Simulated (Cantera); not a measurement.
**Reactions in the system C-Cu-F**

Source: NASA polynomial tables (part measured, part estimated), evaluated in Cantera. Values are per mole of reaction as written; species without (g) are pure solids or liquids, kept so even where they would boil at 1 bar. The tables' values for C2F4 are old estimates.

Cu + 2 CF3(g) = C2F4(g) + CuF2

```tsv
T (K)	ΔH° (kJ)	ΔS° (J/K)	ΔG° (kJ)	log10 K	condensed phases
1000	-238.0	-154.3	-83.8	4.37	Cu(s), CuF2(s)
1075	-235.8	-152.1	-72.3	3.51	Cu(s), CuF2(s)
1150	-178.0	-100.0	-63.0	2.86	Cu(s), CuF2(l)
1225	-175.2	-97.6	-55.6	2.37	Cu(s), CuF2(l)
1300	-172.4	-95.5	-48.3	1.94	Cu(s), CuF2(l)
1375	-182.9	-103.2	-41.1	1.56	Cu(l), CuF2(l)
1450	-180.3	-101.3	-33.4	1.20	Cu(l), CuF2(l)
1525	-177.7	-99.5	-25.9	0.89	Cu(l), CuF2(l)
1600	-175.1	-97.9	-18.5	0.60	Cu(l), CuF2(l)
1675	-172.5	-96.3	-11.2	0.35	Cu(l), CuF2(l)
1750	-169.9	-94.8	-4.0	0.12	Cu(l), CuF2(l)
```

CuF2(g) = Cu + F2(g)

```json
[
 {"T (K)": "1000", "ΔH° (kJ)": "272.2", "ΔS° (J/K)": "-22.2", "ΔG° (kJ)": "294.4", "log10 K": "-15.38", "condensed phases": "Cu(s)"},
 {"T (K)": "1075", "ΔH° (kJ)": "272.9", "ΔS° (J/K)": "-21.5", "ΔG° (kJ)": "296.1", "log10 K": "-14.39", "condensed phases": "Cu(s)"},
 {"T (K)": "1150", "ΔH° (kJ)": "273.7", "ΔS° (J/K)": "-20.8", "ΔG° (kJ)": "297.6", "log10 K": "-13.52", "condensed phases": "Cu(s)"},
 {"T (K)": "1225", "ΔH° (kJ)": "274.5", "ΔS° (J/K)": "-20.1", "ΔG° (kJ)": "299.2", "log10 K": "-12.76", "condensed phases": "Cu(s)"},
 {"T (K)": "1300", "ΔH° (kJ)": "275.4", "ΔS° (J/K)": "-19.4", "ΔG° (kJ)": "300.7", "log10 K": "-12.08", "condensed phases": "Cu(s)"},
 {"T (K)": "1375", "ΔH° (kJ)": "289.5", "ΔS° (J/K)": "-9.0", "ΔG° (kJ)": "301.9", "log10 K": "-11.47", "condensed phases": "Cu(l)"},
 {"T (K)": "1450", "ΔH° (kJ)": "290.5", "ΔS° (J/K)": "-8.3", "ΔG° (kJ)": "302.6", "log10 K": "-10.90", "condensed phases": "Cu(l)"},
 {"T (K)": "1525", "ΔH° (kJ)": "291.6", "ΔS° (J/K)": "-7.6", "ΔG° (kJ)": "303.2", "log10 K": "-10.38", "condensed phases": "Cu(l)"},
 {"T (K)": "1600", "ΔH° (kJ)": "292.6", "ΔS° (J/K)": "-7.0", "ΔG° (kJ)": "303.7", "log10 K": "-9.92", "condensed phases": "Cu(l)"},
 {"T (K)": "1675", "ΔH° (kJ)": "293.6", "ΔS° (J/K)": "-6.4", "ΔG° (kJ)": "304.2", "log10 K": "-9.49", "condensed phases": "Cu(l)"},
 {"T (K)": "1750", "ΔH° (kJ)": "294.6", "ΔS° (J/K)": "-5.8", "ΔG° (kJ)": "304.7", "log10 K": "-9.09", "condensed phases": "Cu(l)"}
]
```
